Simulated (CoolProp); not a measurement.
Aqueous propylene glycol as a coolant, 29 % by mass, freezing at -12.2 °C, 1 atm.

Computed with CoolProp (Melinder's fits for secondary coolants).

```
T (°C)  Prandtl number  density (kg/m³)  viscosity (mPa s)  conductivity (W/(m K))
------  --------------  ---------------  -----------------  ----------------------
-7.6              90.1             1032               10.1                   0.426
4.3               48.2             1029               5.49                   0.436
16.1              28.6             1025               3.31                   0.446
27.9              18.6             1019               2.17                   0.456
39.7              13.0             1013               1.54                   0.465
```
